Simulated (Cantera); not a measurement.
Input (Python, Cantera):

```python
import numpy as np
import cantera as ct

surf = ct.Interface("ptcombust.yaml", "Pt_surf")
gas = surf.adjacent["gas"]
gas.TPX = 300, 17000, {'H2': 0.039, 'O2': 0.051, 'N2': 0.79}
jet = ct.ImpingingJet(gas=gas, width=0.054, surface=surf)
jet.inlet.mdot, jet.inlet.T, jet.inlet.X = 0.075, 300, {'H2': 0.039, 'O2': 0.051, 'N2': 0.79}
jet.set_refine_criteria(ratio=10, slope=0.2, curve=0.3)
show, cover = ['H2', 'O2', 'H2O', 'OH'], ["PT(S)", "H(S)", "O(S)", "OH(S)", "CO(S)", "C(S)"]

rows = []
print(f"{'Ts/K':>7s}" + "".join(f"{s:>11s}" for s in show + cover) + "   (gas at the wall, coverages)")
for i, Ts in enumerate([600, 650, 700, 750, 800]):
    jet.surface.T = Ts
    if i == 0:
        surf.TP = Ts, 17000
        surf.coverages = "PT(S):0.5, O(S):0.5"
        surf.advance_coverages(1.0)
        jet.set_initial_guess(products="inlet")
    jet.solve(loglevel=0, auto=(i == 0))
    rows.append([*(jet.X[gas.species_index(s), -1] for s in show), *surf[cover].coverages])
    print(f"{Ts:7g}" + "".join(f"{x:11.3e}" for x in rows[-1]))
```

Output:

```
   Ts/K         H2         O2        H2O         OH      PT(S)       H(S)       O(S)      OH(S)      CO(S)       C(S)   (gas at the wall, coverages)
    600  9.997e-04  1.101e-02  8.472e-02  7.261e-13  1.490e-01  9.331e-09  8.326e-01  1.826e-02 -9.502e-19 -1.590e-23
    650  1.004e-03  1.117e-02  8.411e-02  9.460e-12  1.550e-01  1.700e-08  8.328e-01  1.218e-02  6.498e-14 -3.986e-26
    700  1.002e-03  1.130e-02  8.359e-02  8.446e-11  1.617e-01  2.991e-08  8.297e-01  8.562e-03  2.053e-15  9.474e-29
    750  9.714e-04  1.138e-02  8.318e-02  5.534e-10  1.735e-01  5.251e-08  8.201e-01  6.391e-03  2.078e-19  3.326e-23
    800  8.750e-04  1.138e-02  8.297e-02  2.719e-09  2.002e-01  9.849e-08  7.947e-01  5.077e-03  4.940e-21 -4.972e-27
```

Detailed kinetics in Cantera: Deutschmann's 1995 Pt surface mechanism with GRI-Mech 3.0 gas chemistry. Catalytic surfaces can have several steady states; this one follows from the mechanism file's or the stated starting coverage.
